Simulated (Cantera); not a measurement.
Feed: 1 mol Pb, 0.57 mol CO, 45 mol N2, equilibrated at 848.15 K.

Cantera equilibrium calculation (NASA polynomials, part measured and part estimated; ideal gas, pure solids and liquids). Candidate condensed phases: C, Pb, PbO, PbO2, Pb3O4; 27 gas species. The numbers say what is thermodynamically allowed, not how fast it happens.

Q: What share of the Pb ends up in condensed phases as a function of P (Pa), at 10, 100, 1000, 10000, 100000, 1000000?

A: 
```tsv
P (Pa)	Pb condensed (%)	as
10	86.3	Pb(l)
100	98.6	Pb(l)
1000	99.9	Pb(l)
10000	100.0	Pb(l)
100000	100.0	Pb(l)
1000000	100.0	Pb(l)
```
